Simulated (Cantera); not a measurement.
A Cantera script and what it prints.

```python
import numpy as np
import cantera as ct

gas_names = """
    H HNO HNO2 HNO3 HO2 H2 H2O H2O2 N NH NH2 NH3 NH2OH NO NO2 NO3 N2 N2H2 N2H4 N2O O OH O2 O3 Si SiH
    SiH2 SiH3 SiH4 SiN SiO SiO2 Si2 Si2N Si3
""".split()
cond_names = """
    H2O(s) H2O(L) Si(cr) Si(L) SiO2(Lqz) SiO2(hqz) SiO2(L) Si2N2O(s) Si3N4(a)
""".split()


def load(file, names, dense=False):
    # The tables refer to 1 bar. Condensed volumes are neglected.
    table = {s.name: s for s in ct.Species.list_from_file(file)}
    out = []
    for n in names:
        d = dict(table[n].input_data)
        d["thermo"] = dict(d["thermo"], **{"reference-pressure": 1e5})
        if dense:
            d["equation-of-state"] = {"model": "constant-volume", "density": "1e6 g/cm^3"}
        out.append(ct.Species.from_dict(d))
    return out


gas = ct.Solution(thermo="ideal-gas", species=load("nasa_gas.yaml", gas_names))
cond = {s.name: ct.Solution(thermo="fixed-stoichiometry", species=[s], name=s.name)
        for s in load("nasa_condensed.yaml", cond_names, dense=True)}
atoms = {
    'SiH4': {'Si': 1, 'H': 4},
    'O3': {'O': 3},
    'N2': {'N': 2},
    'H2O': {'H': 2, 'O': 1},
}
top_T = {'Si2N2O(s)': 2100, 'Si3N4(a)': 2400}  # K; cautious upper limits of use, not melting points


def equilibrate(T, P, feed):
    n = {}
    for name, mol in feed.items():
        for a, k in atoms[name].items():
            n[a] = n.get(a, 0.0) + k * mol
    gas.TPX = T, P, n
    mass = sum(n.values()) * gas.mean_molecular_weight
    gas.equilibrate("TP")
    valid = [c for c in cond.values() if c.min_temp <= T <= top_T.get(c.name, c.max_temp)]
    mix = ct.Mixture([(gas, mass / gas.mean_molecular_weight)] + [(c, 0.0) for c in valid])
    mix.T, mix.P = T, P
    mix.equilibrate("TP", solver="vcs", rtol=1e-11, max_steps=5000)
    return mix


results = []
feed = {'SiH4': 1, 'O3': 8.8, 'N2': 170, 'H2O': 24}  # mol
T = 1673.15  # K
for P in [5, 21, 85, 350, 1400, 5900, 24000, 100000]:
    mix = equilibrate(T, P, feed)
    results.append((T, P, feed, dict(zip(mix.species_names, mix.species_moles))))

top = {s: max(r[3][s] / sum(r[3][g] for g in gas_names) for r in results) for s in gas_names}
cols = sorted((s for s in top if top[s] > 1e-06), key=lambda s: -top[s])[:9]
seen = [c for c in cond_names if any(r[3].get(c, 0) > 1e-12 for r in results)]
print("log10 of partial pressures in bar; condensed amounts in mol")
print(f"{'P/Pa':>10s}" + "".join(f"{s[:9]:>10s}" for s in cols + seen))
for T, P, feed, n in results:
    ng = sum(n[g] for g in gas_names)
    print(f"{P:10.4g}" + "".join(f"{np.log10(max(n[s] / ng * P / 1e5, 1e-99)):10.3f}" for s in cols)
          + "".join(f"{n.get(c, 0):10.4g}" for c in seen))
```

Result:

```
log10 of partial pressures in bar; condensed amounts in mol
      P/Pa        N2       H2O        O2        OH        NO        H2         O         H       SiO SiO2(hqz)
         5    -4.388    -5.213    -5.579    -6.852    -7.176    -7.244    -7.265    -7.565    -8.854     0.993
        21    -3.765    -4.585    -4.954    -6.382    -6.551    -6.929    -6.952    -7.407    -9.166     0.999
        85    -3.157    -3.976    -4.346    -5.925    -5.944    -6.623    -6.648    -7.255    -9.470    0.9998
       350    -2.542    -3.360    -3.731    -5.463    -5.328    -6.315    -6.341    -7.100    -9.778         1
      1400    -1.940    -2.757    -3.128    -5.011    -4.726    -6.013    -6.039    -6.950   -10.080         1
      5900    -1.316    -2.132    -2.503    -4.542    -4.101    -5.701    -5.727    -6.793   -10.392         1
   2.4e+04    -0.706    -1.522    -1.893    -4.084    -3.492    -5.396    -5.422    -6.641   -10.697         1
     1e+05    -0.086    -0.902    -1.273    -3.619    -2.872    -5.086    -5.112    -6.486   -11.007         1
```

Cantera equilibrium calculation (NASA polynomials, part measured and part estimated; ideal gas, pure solids and liquids). The tables hold silica as quartz up to 1696 K and as liquid above; real silica turns to tridymite and cristobalite and melts near 1996 K. Gases not in the tables: Si(OH)4.
